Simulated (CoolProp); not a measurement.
Properties of carbon monoxide along the isotherm 139.3 K.

Computed with CoolProp (reference Helmholtz-energy equation of state, Lemmon 2006). It is a short technical equation, of lower accuracy than the large ones.

```csv
p (kPa),phase,density (kg/m³),cp (kJ/(kg K)),Joule-Thomson coefficient (K/MPa),isothermal compressibility (1/MPa),fugacity coefficient
525,gas,13.29,1.112,9.841,1.997,0.9568
1050,gas,27.98,1.207,9.908,1.056,0.9143
1570,gas,44.31,1.335,9.939,0.7553,0.8727
2100,gas,63.44,1.523,9.906,0.6158,0.8307
2620,gas,85.75,1.815,9.765,0.5522,0.7898
3150,gas,114.3,2.349,9.424,0.5404,0.7480
3670,supercritical,153.0,3.533,8.719,0.5991,0.7065
4200,supercritical,221.4,7.621,7.110,0.8408,0.6626
4720,supercritical,340.8,9.961,4.284,0.5762,0.6171
5250,supercritical,407.9,5.840,2.675,0.1990,0.5739
```

The peak of cp marks the crossing from liquid-like to gas-like fluid above the critical point.
